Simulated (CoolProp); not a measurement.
Model: reference Helmholtz-energy equation of state, Thol 2019, in CoolProp.

Q: Give the vapour pressure (MPa), liquid cp (kJ/(kg K)), vapour viscosity (µPa s) of saturated n-hexane at 295, 431.5 K.

A: 
```tsv
T (K)	p (MPa)	liquid cp (kJ/(kg K))	vapour viscosity (µPa s)
295	0.0176	2.26	6.19
431.5	0.884	3.02	9.99
```

Viscosity comes from a separate model (Michailidou 2013).
